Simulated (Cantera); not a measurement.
**Stirred combustor or abatement burner**

A perfectly stirred reactor is fed with CH₄ : O₂ : N₂ = 1 : 1.25 : 4.7 (molar parts), equivalence ratio 1.6, at 760 Torr; it is adiabatic with a 548 K inlet, and is followed from long to short residence time, starting on the burning branch (τ in s: 0.02, 0.01, 0.0052, 0.0026, 0.0013, 0.00068, 0.00035, 0.00018, 9e-05, 4.6e-05, 2.3e-05, 1.2e-05, 6.1e-06).

Detailed kinetics in Cantera: GRI-Mech 3.0 (53 species, 325 reactions).

```csv
τ (s),T (K),x CH₄,x O₂,x C₂H₂,x HO₂,x H₂O₂,x O
0.020,2011,0.00209,0.000589,0.00130,1.17e-7,9.10e-9,2.74e-6
0.010,2008,0.00263,0.00102,0.00184,2.22e-7,1.66e-8,4.52e-6
0.0052,2002,0.00321,0.00170,0.00235,4.14e-7,2.96e-8,7.45e-6
0.0026,1990,0.00398,0.00291,0.00286,8.35e-7,5.59e-8,1.28e-5
0.0013,1967,0.00517,0.00518,0.00332,1.82e-6,1.11e-7,2.22e-5
0.00068,1921,0.00754,0.00988,0.00371,4.48e-6,2.36e-7,3.59e-5
0.00035,548,0.144,0.180,<1e-12,<1e-12,<1e-12,<1e-12
0.00018,548,0.144,0.180,<1e-12,<1e-12,<1e-12,<1e-12
9.0e-5,548,0.144,0.180,<1e-12,<1e-12,<1e-12,<1e-12
4.6e-5,548,0.144,0.180,<1e-12,<1e-12,<1e-12,<1e-12
2.3e-5,548,0.144,0.180,<1e-12,<1e-12,<1e-12,<1e-12
1.2e-5,548,0.144,0.180,<1e-12,<1e-12,<1e-12,<1e-12
6.1e-6,548,0.144,0.180,<1e-12,<1e-12,<1e-12,<1e-12
```
x: mole fraction; the columns are a selection and need not sum to one.
